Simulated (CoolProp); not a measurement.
Saturation properties of dimethyl ether.

Model: reference Helmholtz-energy equation of state, Wu 2011, in CoolProp.

```
T (°C)  p (MPa)  vapour density (kg/m³)  enthalpy of vaporisation (kJ/kg)  liquid viscosity (µPa s)
------  -------  ----------------------  --------------------------------  ------------------------
-59.95  0.01628                  0.4276                             503.4                       340
-43.85  0.04077                   1.005                             486.4                       265
-27.85  0.08849                       ?                             468.7                       215
-11.75   0.1730                   3.872                                 ?                       180
4.25     0.3087                   6.683                             429.5                         ?
20.25         ?                   10.87                             407.4                       133
36.35    0.8083                   16.94                             382.7                       116
52.35     1.211                   25.48                                 ?                       101
68.35     1.744                   37.52                             323.2                      87.9
84.45         ?                   54.99                             284.6                      74.8
```

Q: Complete the blanks.

A: 
- -27.85, vapour density (kg/m³): 2.069
- -11.75, enthalpy of vaporisation (kJ/kg): 449.7
- 4.25, liquid viscosity (µPa s): 154
- 20.25, p (MPa): 0.5134
- 52.35, enthalpy of vaporisation (kJ/kg): 355.1
- 84.45, p (MPa): 2.439

It boils at -24.8 °C under 1 atm.

Viscosity comes from a separate model (Meng 2012).
